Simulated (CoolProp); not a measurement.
Hydrogen chloride along the isobar 96.6 bar: fugacity coefficient from the reference equation and from simpler models built on Tc = 324.7 K, pc = 83.14 bar, ω = 0.130; each cubic takes its own stable root.

The numbers come from the reference Helmholtz-energy equation of state, Thol 2018 in CoolProp.

```tsv
T (K)	phase	reference	van der Waals	Soave-Redlich-Kwong	Peng-Robinson
284.1	liquid	0.3023	0.4324	0.3234	0.3110
299.6	liquid	0.3983	0.5075	0.4247	0.4083
315.1	liquid	0.5026	0.5820	0.5315	0.5111
330.6	supercritical	0.6064	0.6518	0.6315	0.6077
346.1	supercritical	0.6724	0.7033	0.6940	0.6684
361.6	supercritical	0.7173	0.7383	0.7380	0.7118
377.1	supercritical	0.7529	0.7667	0.7738	0.7475
392.6	supercritical	0.7824	0.7907	0.8039	0.7777
408.1	supercritical	0.8073	0.8114	0.8297	0.8037
```
